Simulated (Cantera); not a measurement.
A freely propagating, adiabatic, planar premixed flame of 54.5 % H₂, 7.63 % O₂, 37.9 % N₂, equivalence ratio 3.6, unburnt at 448 K and 4.90 bar; mixture-averaged transport, grid criteria slope 0.08 and curve 0.16, no radiation.

Model: the H2/O2 subset of GRI-Mech 3.0, which has no nitrogen chemistry, integrated in Cantera. The hydrogen kinetics of GRI-Mech 3.0 are dated; newer H2 mechanisms differ, most at raised pressure. Burning velocities carry a grid error of a few per cent, more on coarse grids.

Task: Predict: laminar burning velocity; thermal thickness; peak x(H); peak x(HO₂); peak x(O).

Result: 
```
Property                     Result
------------------------  ---------
laminar burning velocity   220 cm/s
thermal thickness         0.0794 mm
peak x(H)                    0.0149
peak x(HO₂)                0.000598
peak x(O)                  0.000220
```
